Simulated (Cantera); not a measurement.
Cantera run:

```python
import numpy as np
import cantera as ct

gas_names = """
    SO2
""".split()
cond_names = """
    S(cr1) S(cr2) S(L) K2SO4(a) K2SO4(b) K2SO4(L) K(cr) K(L)
""".split()


# ... load() reads the species with a 1 bar reference pressure and builds the phases ...
species = {s.name: s for s in load("nasa_gas.yaml", gas_names) + load("nasa_condensed.yaml", cond_names)}
# Each term lists the table entries of one substance; the one whose range holds T is used.
reactions = {
    'S + K2SO4 = 2 SO2(g) + 2 K':
        [(-1, ['S(cr1)', 'S(cr2)', 'S(L)']), (-1, ['K2SO4(a)', 'K2SO4(b)', 'K2SO4(L)']), (2, ['SO2']), (2, ['K(cr)', 'K(L)'])],
}


def pick(names, T):
    return next(species[n] for n in names if species[n].thermo.min_temp <= T <= species[n].thermo.max_temp)


results = []
for label, terms in reactions.items():
    print(label)
    print("     T/K   dH/kJ  dS/(J/K)   dG/kJ   log10 K")
    for T in [300, 523, 573, 623, 673, 723, 773, 823, 873, 923]:
        used = [(nu, pick(names, T)) for nu, names in terms]
        dH = sum(nu * s.thermo.h(T) for nu, s in used) / 1e6
        dS = sum(nu * s.thermo.s(T) for nu, s in used) / 1e3
        dG = dH - T * dS / 1e3
        logK = -dG * 1e6 / (ct.gas_constant * T * np.log(10))
        results.append((label, T, dH, dS, dG, logK, [s.name for _, s in used]))
        print(f"{T:8g} {dH:8.1f} {dS:8.1f} {dG:8.1f} {logK:8.2f}")
```

It prints:

```
S + K2SO4 = 2 SO2(g) + 2 K
     T/K   dH/kJ  dS/(J/K)   dG/kJ   log10 K
     300    844.1    418.1    718.6  -125.12
     523    839.5    409.9    625.2   -62.44
     573    837.1    405.5    604.8   -55.13
     623    834.6    401.3    584.6   -49.01
     673    832.0    397.3    564.6   -43.82
     723    829.2    393.3    544.9   -39.36
     773    826.3    389.3    525.3   -35.50
     823    823.0    385.2    505.9   -32.11
     873    811.2    371.5    486.9   -29.14
     923    808.5    368.5    468.4   -26.51
```

Standard-state values (1 bar) from the NASA 1993 polynomials, evaluated with Cantera. Condensed species are held in their standard states even where they would react or evaporate.
